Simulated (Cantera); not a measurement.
An isothermal, constant-pressure homogeneous reactor starts with 79.4 % N2O, 20.6 % O2, at 1050 K and 100.0 Torr.

Model: GRI-Mech 3.0 (53 species, 325 reactions), integrated in Cantera. GRI-Mech 3.0 was tuned for natural gas; its chemistry of N2O as a main component is partial and can be far from experiment. The mechanism lacks the step 2 NO + O2 → 2 NO2, which can matter for NO2 below about 1400 K. The temperature is held fixed by assumption; the heat of reaction is taken as removed at once.

One state of this run: x N2O = 0.762; x O2 = 0.215; x O = 1.23e-7; x NO = 0.00121; x NO2 = 2.26e-6; x N2 = 0.0224. x: mole fraction; the columns are a selection and need not sum to one.

**Question.** Which value of t (s) does it belong to?
A) 30.0
B) 0.00300
C) 0.0300
D) 9.49

**Answer.** D, 9.49
